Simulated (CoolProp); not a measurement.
Model: reference Helmholtz-energy equation of state, Thol 2015, in CoolProp.

Q: For octamethylcyclotetrasiloxane (D4), give the phase and the cp (kJ/(kg K)), cv (kJ/(kg K)), expansivity (1/kK) at 123.35 °C and 3.31 MPa.

A: 
- 123.35 °C and 3.31 MPa: liquid; cp 1.86, cv 1.59, expansivity 1.38
